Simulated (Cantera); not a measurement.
A closed system holds: 1 mol BCl3, 0.061 mol H2O, 6 mol N2, equilibrated at 0.950 bar.

Equilibrium computed with Cantera from the NASA thermochemical tables; the gas is ideal and each condensed phase is pure. Candidate condensed phases: B, BN, B2O3, B3O3H3, H2O, NH4Cl; 49 gas species. N2 is the only nitrogen source here; it is nearly inert below about 1500 K, so the nitride shown seldom forms there in practice. The tables' values for BOCl are old estimates; treat these amounts as uncertain. The numbers say what is thermodynamically allowed, not how fast it happens. All values below are at 1225 K.

Base state: N2 0.847, BCl3 0.133, HCl 0.0172, B3O3Cl3 0.00287, BOCl 1.23e-5 (mole fractions); condensed: gas only.

Problem. What changes in the equilibrium state with this change: BCl3 replaced by B?

Solution. 
| species | before | after |
|---|---|---|
| N2 | 0.847 | 0.989 |
| H2 | 1.01e-6 | 0.0108 |
| H2O | 3.50e-9 | 9.35e-5 |
| BCl3 | 0.133 | 0 |
| HCl | 0.0172 | 0 |
| HBO2 | 1.97e-8 | 1.17e-5 |
| B3O3Cl3 | 0.00287 | 0 |
| BOCl | 1.23e-5 | 0 |
| BN(s), mol | 0 | 0.960 |
| B2O3(l), mol | 0 | 0.0201 |
Mutual solubility and eutectic melting of coexisting phases are not modelled.

Problem. What changes in the equilibrium state with this change: H2O from 0.061 to 0.1 mol?

Solution. 
| species | before | after |
|---|---|---|
| N2 | 0.847 | 0.841 |
| BCl3 | 0.133 | 0.126 |
| HCl | 0.0172 | 0.0280 |
| B3O3Cl3 | 0.00287 | 0.00467 |
| BOCl | 1.23e-5 | 1.44e-5 |
